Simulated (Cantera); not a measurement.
Input (Python, Cantera):

```python
import numpy as np
import cantera as ct

gas = ct.Solution("gri30.yaml")
gas.TPX = 1650, 94000, {'C2H4': 1, 'H2': 1.6}
inlet = ct.Reservoir(gas, clone=True)

reactor = ct.IdealGasConstPressureReactor(gas, energy="off", clone=False)
exhaust = ct.Reservoir(gas, clone=True)
tau = [0.35, 0.15, 0.06, 0.025, 0.01, 0.0043, 0.0018, 0.00074, 0.00031][0]
for a, b in ((inlet, reactor), (reactor, exhaust)):
    ct.MassFlowController(a, b, mdot=lambda t: reactor.mass / tau)
net = ct.ReactorNet([reactor])
show = ['C2H4', 'H2', 'C2H2', 'C2H6', 'H', 'CH4']

rows = []
print(f"{'tau/s':>10s}{'T/K':>9s}" + "".join(f"{s:>11s}" for s in show))
for tau in [0.35, 0.15, 0.06, 0.025, 0.01, 0.0043, 0.0018, 0.00074, 0.00031]:
    net.initial_time = 0.0
    net.advance(30 * tau)
    before = gas.X
    net.advance(40 * tau)
    drift = np.max(np.abs(gas.X - before) / (gas.X + 1e-9))
    rows.append([gas.T, *gas[show].X, drift])
    print(f"{tau:10.3e}{gas.T:9.1f}" + "".join(f"{x:11.3e}" for x in gas[show].X))
```

Output:

```
     tau/s      T/K       C2H4         H2       C2H2       C2H6          H        CH4
 3.500e-01   1650.0  1.295e-02  6.867e-01  2.593e-01  1.983e-05  8.075e-05  4.092e-02
 1.500e-01   1650.0  1.424e-02  6.933e-01  2.603e-01  1.826e-05  8.344e-05  3.197e-02
 6.000e-02   1650.0  1.729e-02  7.008e-01  2.605e-01  1.864e-05  8.661e-05  2.116e-02
 2.500e-02   1650.0  2.398e-02  7.050e-01  2.574e-01  2.366e-05  8.711e-05  1.350e-02
 1.000e-02   1650.0  4.086e-02  7.038e-01  2.462e-01  3.810e-05  8.316e-05  8.949e-03
 4.300e-03   1650.0  7.537e-02  6.961e-01  2.218e-01  6.607e-05  7.706e-05  6.496e-03
 1.800e-03   1650.0  1.400e-01  6.797e-01  1.755e-01  1.118e-04  6.999e-05  4.431e-03
 7.400e-04   1650.0  2.294e-01  6.564e-01  1.114e-01  1.559e-04  6.132e-05  2.436e-03
 3.100e-04   1650.0  3.095e-01  6.354e-01  5.391e-02  1.551e-04  4.901e-05  9.609e-04
```

Cantera simulation using GRI-Mech 3.0 (53 species, 325 reactions); the numbers are that mechanism's predictions, not measurements. GRI-Mech 3.0 was tuned for natural gas; its chemistry of ethylene as a main component is partial and can be far from experiment. GRI-Mech 3.0 stops at C3 and has no aromatics, soot or wall deposition, so with more carbon than oxygen in the feed, carbon stays in small species such as C2H2 where larger ones or solid carbon would form.
